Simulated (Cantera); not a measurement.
Cantera run:

```python
import numpy as np
import cantera as ct

gas_names = """
    CL CL2 H HCL H2 N NH NH2 NH3 N2 N2H2 N2H4 Si SiCL SiCL2 SiCL3 SiCL4 SiH SiHCL3 SiH2 SiH2CL2 SiH3
    SiH3CL SiH4 SiN Si2 Si2N Si3
""".split()
cond_names = """
    NH4CL(a) NH4CL(b) Si(cr) Si(L) Si3N4(a)
""".split()


# ... load() reads the species with a 1 bar reference pressure and builds the phases ...
atoms = {
    'SiHCl3': {'Si': 1, 'H': 1, 'CL': 3},
    'N2': {'N': 2},
    'H2': {'H': 2},
}
top_T = {'Si3N4(a)': 2400}  # K; cautious upper limits of use, not melting points


# ... equilibrate(T, P, feed) seeds the gas with the atoms and calls Mixture.equilibrate('TP', solver="vcs", rtol=1e-11, max_steps=5000) ...
results = []
feed = {'SiHCl3': 1, 'N2': 80, 'H2': 50}  # mol
T = 1573.15  # K
for P in [5, 21, 85, 350, 1400, 5900, 24000, 100000]:
    mix = equilibrate(T, P, feed)
    results.append((T, P, feed, dict(zip(mix.species_names, mix.species_moles))))

top = {s: max(r[3][s] / sum(r[3][g] for g in gas_names) for r in results) for s in gas_names}
cols = sorted((s for s in top if top[s] > 1e-05), key=lambda s: -top[s])[:6]
seen = [c for c in cond_names if any(r[3].get(c, 0) > 1e-12 for r in results)]
print("log10 of partial pressures in bar; condensed amounts in mol")
print(f"{'P/Pa':>10s}" + "".join(f"{s[:9]:>10s}" for s in cols + seen))
for T, P, feed, n in results:
    ng = sum(n[g] for g in gas_names)
    print(f"{P:10.4g}" + "".join(f"{np.log10(max(n[s] / ng * P / 1e5, 1e-99)):10.3f}" for s in cols)
          + "".join(f"{n.get(c, 0):10.4g}" for c in seen))
```

It prints:

```
log10 of partial pressures in bar; condensed amounts in mol
      P/Pa        N2        H2       HCL         H     SiCL2        Si    Si(cr)  Si3N4(a)
         5    -4.520    -4.732    -6.068    -6.756    -6.875    -7.258     0.483         0
        21    -3.896    -4.106    -5.442    -6.443    -6.248    -7.258     0.601         0
        85    -3.289    -3.498    -4.785    -6.139    -5.835    -7.551         0    0.2556
       350    -2.675    -2.884    -4.130    -5.832    -5.549    -7.961         0    0.2976
      1400    -2.073    -2.282    -3.509    -5.531    -5.311    -8.362         0    0.3179
      5900    -1.448    -1.657    -2.876    -5.219    -5.085    -8.779         0    0.3271
   2.4e+04    -0.839    -1.048    -2.263    -4.914    -4.876    -9.185         0    0.3308
     1e+05    -0.219    -0.428    -1.642    -4.604    -4.666    -9.598         0    0.3323
```

Method: chemical equilibrium by Gibbs-energy minimisation in Cantera with the NASA 1993 tables (ideal gas, pure condensed phases). The tables' values for SiCl are old estimates; treat these amounts as uncertain.
